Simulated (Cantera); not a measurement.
**Si(CH3)4 + H2 + C3H8 (silicon carbide growth)**

Charge: 1 mol Si(CH3)4, a varied amount of H2, 0.0035 mol C3H8, at 2025 K and 1.33 mbar.

These are equilibrium values from Cantera (NASA tables, ideal gas, pure condensed phases), not measurements of a reactor. Candidate condensed phases: C, C6H6, C7H8, C8H18, Si, SiC; 87 gas species. Equilibrium is a limit: real reactors are often held back by kinetics, nucleation or transport.

```csv
n(H2) (mol),x H2,x H,x Si,x C2H2 (acetylene),n C(graphite),n SiC(s)
93,0.945,0.0512,0.00262,0.000855,3.11,0.697
130,0.945,0.0512,0.00262,0.000855,3.14,0.584
160,0.945,0.0512,0.00262,0.000855,3.17,0.492
200,0.945,0.0512,0.00262,0.000855,3.21,0.369
230,0.945,0.0512,0.00262,0.000855,3.24,0.277
260,0.945,0.0512,0.00262,0.000855,3.27,0.185
300,0.945,0.0512,0.00262,0.000855,3.31,0.0630
330,0.945,0.0512,0.00255,0.000855,3.31,0
370,0.945,0.0512,0.00229,0.000856,3.24,0
400,0.946,0.0513,0.00213,0.000856,3.19,0
440,0.946,0.0513,0.00195,0.000856,3.12,0
470,0.946,0.0513,0.00183,0.000856,3.07,0
500,0.946,0.0513,0.00173,0.000856,3.02,0
```
x: gas mole fraction; n: condensed amount in mol.

From 93 mol H2 to 300 mol H2 the condensed part is C(graphite) + SiC(s). From 330 mol H2 to 500 mol H2 the condensed part is C(graphite). The main Si-bearing gas is Si throughout.
